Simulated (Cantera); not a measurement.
Cantera run, input and output.

```python
import numpy as np
import cantera as ct

gas = ct.Solution("gri30.yaml")
gas.TPX = 1150, 77000, {'N2O': 1}
reactor = ct.IdealGasConstPressureReactor(gas, energy="off", clone=False)
net = ct.ReactorNet([reactor])
net.rtol, net.atol = 1e-08, 1e-18
show = ['N2O', 'O', 'NO', 'NO2', 'O2', 'N2']
times = np.geomspace(1e-06, 20, 11)

steps = ct.SolutionArray(gas, extra=["t"])
rows = []
print(f"{'t/s':>10s}{'T/K':>9s}{'P/Pa':>11s}" + "".join(f"{s:>11s}" for s in show))
for t in times:
    while net.time < t:
        t_next = net.step()
        steps.append(gas.state, t=t_next)
    rows.append([np.interp(t, steps.t, y) for y in (steps.T, steps.P, *steps(*show).X.T)])
    print(f"{t:10.3e}{rows[-1][0]:9.1f}{rows[-1][1]:11.4g}" + "".join(f"{x:11.3e}" for x in rows[-1][2:]))
rate = np.gradient(steps.T, steps.t)
print("integrator steps:", len(steps.t))
if steps.T.max() > steps.T[0] + 200:
    print(f"time of steepest temperature rise: {steps.t[rate.argmax()]:.4e} s")
gas.TPX = 1150, 77000, {'N2O': 1}
gas.equilibrate("TP")
print(f"equilibrium (TP): T = {gas.T:.1f} K  " + "  ".join(f"{s} {gas[s].X[0]:.3e}" for s in show))
```

Output:

```
       t/s      T/K       P/Pa        N2O          O         NO        NO2         O2         N2
 1.000e-06   1150.0    7.7e+04  1.000e+00  7.977e-08  7.586e-10  5.205e-18  4.053e-09  8.825e-08
 5.372e-06   1150.0    7.7e+04  1.000e+00  3.425e-07  1.879e-08  3.160e-15  1.004e-07  5.527e-07
 2.885e-05   1150.0    7.7e+04  1.000e+00  7.404e-07  2.891e-07  7.459e-13  1.545e-06  3.974e-06
 1.550e-04   1150.0    7.7e+04  1.000e+00  7.739e-07  2.101e-06  3.937e-11  1.123e-05  2.427e-05
 8.326e-04   1150.0    7.7e+04  9.998e-01  7.739e-07  1.186e-05  1.248e-09  6.338e-05  1.335e-04
 4.472e-03   1150.0    7.7e+04  9.989e-01  7.737e-07  6.422e-05  3.545e-08  3.433e-04  7.196e-04
 2.402e-02   1150.0    7.7e+04  9.940e-01  7.729e-07  3.436e-04  8.649e-07  1.840e-03  3.855e-03
 1.290e-01   1150.0    7.7e+04  9.682e-01  7.664e-07  1.799e-03  1.237e-05  9.697e-03  2.031e-02
 6.931e-01   1150.0    7.7e+04  8.454e-01  7.298e-07  8.622e-03  7.784e-05  4.716e-02  9.876e-02
 3.723e+00   1150.0    7.7e+04  4.579e-01  5.620e-07  2.850e-02  2.714e-04  1.662e-01  3.471e-01
 2.000e+01   1150.0    7.7e+04  5.673e-02  1.429e-07  4.173e-02  4.242e-04  2.932e-01  6.079e-01
integrator steps: 841
equilibrium (TP): T = 1150.0 K  N2O 8.937e-09  O 5.504e-09  NO 1.530e-04  NO2 3.661e-06  O2 3.333e-01  N2 6.666e-01
```

Cantera simulation using GRI-Mech 3.0 (53 species, 325 reactions); the numbers are that mechanism's predictions, not measurements. GRI-Mech 3.0 was tuned for natural gas; its chemistry of N2O as a main component is partial and can be far from experiment. The mechanism lacks the step 2 NO + O2 → 2 NO2, which can matter for NO2 below about 1400 K. The temperature is held fixed by assumption; the heat of reaction is taken as removed at once.
